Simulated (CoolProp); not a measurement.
Saturation properties of hydrogen chloride (Tc = 51.5 °C, pc = 8314 kPa, ω = 0.130).

Values from CoolProp's reference Helmholtz-energy equation of state, Thol 2018.

| T (°C) | p (kPa) | liquid density (kg/m³) | vapour density (kg/m³) | enthalpy of vaporisation (kJ/kg) | liquid cp (kJ/(kg K)) |
|---|---|---|---|---|---|
| -82.15 | 118.6 | 1178 | 2.817 | 440.7 | 1.661 |
| -67.85 | 245.1 | 1141 | 5.532 | 424.4 | 1.676 |
| -53.55 | 457.2 | 1103 | 9.934 | 406.2 | 1.703 |
| -39.35 | 783.8 | 1062 | 16.61 | 385.9 | 1.746 |
| -25.05 | 1264 | 1018 | 26.52 | 362.5 | 1.812 |
| -10.75 | 1935 | 968.6 | 40.85 | 335.3 | 1.915 |
| 3.55 | 2838 | 913.3 | 61.64 | 302.9 | 2.083 |
| 17.75 | 4012 | 848.5 | 92.43 | 262.9 | 2.397 |
| 32.05 | 5534 | 764.8 | 142.8 | 208.8 | 3.189 |
| 46.35 | 7479 | 625.9 | 250.3 | 117.6 | 8.719 |

It boils at -85.0 °C under 1 atm.
